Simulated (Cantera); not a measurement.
Gas mixture: 100 % O2, at 0.000168 atm, frozen composition.

Cantera's kinetic-theory transport with the Lennard-Jones parameters of GRI-Mech 3.0, ideal gas; thermal conductivity in the mixture-averaged form.

One state of this run: ρ (kg/m³) = 5.69e-5; cp (J/kg/K) = 1109; μ (µPa s) = 52.5; λ (mW/m/K) = 82.2; Pr = 0.708; D (cm²/s) OH = 18800; D (cm²/s) H2O = 16100; D (cm²/s) CH3 = 13600. D: mixture-averaged diffusion coefficient of that species in the mixture.

Question: Which value of T (K) does it belong to?
A. 900
B. 650
C. 1400
D. 1150

Answer: D, 1150
